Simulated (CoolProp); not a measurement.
Properties of R365MFC along the isobar 9810 kPa (Tc = 186.9 °C, pc = 3266 kPa, ω = 0.377).

Computed with CoolProp (reference Helmholtz-energy equation of state, Lemmon 2016).

```tsv
T (°C)	phase	cv (kJ/(kg K))	speed of sound (m/s)	fugacity coefficient
123.05	liquid	1.189	482.4	0.1210
131.05	liquid	1.201	459.6	0.1389
138.95	liquid	1.213	437.4	0.1578
146.95	liquid	1.226	415.3	0.1783
154.95	liquid	1.238	393.6	0.2000
162.95	liquid	1.251	372.3	0.2228
170.95	liquid	1.263	351.5	0.2466
178.95	liquid	1.276	331.2	0.2713
186.95	supercritical	1.289	311.4	0.2968
194.95	supercritical	1.301	292.3	0.3228
202.85	supercritical	1.313	274.2	0.3488
210.85	supercritical	1.325	256.7	0.3754
218.85	supercritical	1.337	240.2	0.4021
226.85	supercritical	1.348	224.7	0.4286
```
